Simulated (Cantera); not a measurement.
A closed system holds: 1 mol Si3N4, 0.045 mol O2, 84 mol N2, at 160 Pa.

Cantera equilibrium calculation (NASA polynomials, part measured and part estimated; ideal gas, pure solids and liquids). Candidate condensed phases: Si, SiO2, Si2N2O, Si3N4; 16 gas species. Mutual solubility and eutectic melting of coexisting phases are not modelled. The tables' values for SiN are old estimates; treat these amounts as uncertain. Equilibrium is a limit: real reactors are often held back by kinetics, nucleation or transport.

x: gas mole fraction; n: condensed amount in mol.

```csv
T (K),x N2,x Si,x SiO,x Si2N,x SiN,n Si2N2O(s),n Si3N4(s),n Si(l)
1123,1.00,<1e-12,___,<1e-12,<1e-12,0.0900,0.940,0
1223,1.00,2.19e-12,___,<1e-12,<1e-12,0.0900,0.940,0
1323,1.00,3.79e-10,___,<1e-12,4.58e-11,0.0900,0.940,0
1423,1.000,3.15e-8,___,1.03e-10,2.29e-9,0.0889,0.940,0
1523,1.000,1.45e-6,___,1.35e-8,6.78e-8,0.0617,0.949,0
1623,0.999,4.15e-5,0.00107,9.57e-7,1.31e-6,0,0.969,0
1723,0.998,0.000615,0.00104,2.42e-5,1.38e-5,0,0,2.85
1823,0.996,0.00276,0.00104,7.16e-5,4.57e-5,0,0,2.65
1923,0.988,0.0106,0.00103,0.000188,0.000133,0,0,1.92
```

Q: What belongs in the gaps?

A: 
- 1123, x SiO: 2.68e-11
- 1223, x SiO: 4.44e-9
- 1323, x SiO: 3.35e-7
- 1423, x SiO: 1.36e-5
- 1523, x SiO: 0.000337
